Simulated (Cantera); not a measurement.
Input: 1 mol CsOH, 0.21 mol H2O, 0.14 mol O2, at 2223 K and 1 atm.

Cantera equilibrium calculation (NASA polynomials, part measured and part estimated; ideal gas, pure solids and liquids). Candidate condensed phases: Cs, CsOH, H2O; 15 gas species. Equilibrium is a limit: real reactors are often held back by kinetics, nucleation or transport.

Base state: CsOH 0.680, H2O 0.166, O2 0.108, Cs 0.0364, OH 0.00594, CsO 0.00179, O 0.00102, H2 0.000662 (mole fractions); condensed: gas only.

**Question.** What changes in the equilibrium state with this change: 0.41 mol N2 added?

**Answer.** 
```json
[
 {"species": "CsOH", "before": "0.680", "after": "0.518"},
 {"species": "N2", "before": "0", "after": "0.224"},
 {"species": "H2O", "before": "0.166", "after": "0.130"},
 {"species": "O2", "before": "0.108", "after": "0.0818"},
 {"species": "Cs", "before": "0.0364", "after": "0.0335"},
 {"species": "NO", "before": "0", "after": "0.00443"},
 {"species": "Cs2(OH)2", "before": "3.05e-5", "after": "1.77e-5"}
]
```

**Question.** What changes in the equilibrium state with this change: temperature from 2223 K to 973.15 K?

**Answer.** 
```tsv
species	before	after
H2O	0.166	0.576
O2	0.108	0.384
CsOH	0.680	0.0307
Cs	0.0364	<1e-9
CsO	0.00179	<1e-9
O	0.00102	<1e-9
CsOH(l), mol	0	0.982
```
Condensed phases not in the tables: the peroxide.
